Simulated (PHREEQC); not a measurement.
Consider water at 25 °C with 3.5 mol/kgw NaCl, 2 mol/kgw SrCl2 and 1.5 mol/kgw LiCl. Closed to the air; pH follows from the charge balance.

Equilibrium calculation in PHREEQC: Pitzer model, pitzer.dat.

**Question.** The ionic strength comes out as 11.0 mol/kgw. What activity coefficients do Na+, Sr+2, Li+, Cl- get?

**Answer.** Na+ 5.7, Sr+2 32, Li+ 22, Cl- 0.75. Single-ion values are on the MacInnes scale.

Precipitation was switched off in this run. Saturation is exceeded, for instance for Halite; the values hold only as long as no solid forms.
